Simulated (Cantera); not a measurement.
Standard-state values (1 bar) from the NASA 1993 polynomials, evaluated with Cantera. Values are per mole of reaction as written; species without (g) are pure solids or liquids, kept so even where they would boil at 1 bar.

### Question
Between 300 and 823 K, where is each reaction favourable under standard conditions?
- K + Cl(g) → KCl(g)

### Answer
- K + Cl(g) → KCl(g): ΔG° is -339 kJ at 300 K and -335 kJ at 823 K; it stays negative (K > 1). ΔH° is -347 kJ and ΔS° -14 J/K at 823 K.
